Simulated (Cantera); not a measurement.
Mixture: 5.78 % CH4, 13.3 % O2, 80.9 % N2, at 230000 Pa, adiabatic and at constant volume. Ignition delay is the time to a rise of 400 K.

Computed with Cantera and GRI-Mech 3.0 (53 species, 325 reactions).

Task: Predict: delay at 1198 K; delay at 1398 K; delay at 1598 K; delay at 1798 K; delay at 1998 K; apparent activation energy between 1798 and 1998 K.

Result: 
```json
{
 "delay at 1198 K": "31.6 ms",
 "delay at 1398 K": "2.59 ms",
 "delay at 1598 K": "0.329 ms",
 "delay at 1798 K": "69.6 µs",
 "delay at 1998 K": "22.2 µs",
 "apparent activation energy between 1798 and 1998 K": "170 kJ/mol"
}
```
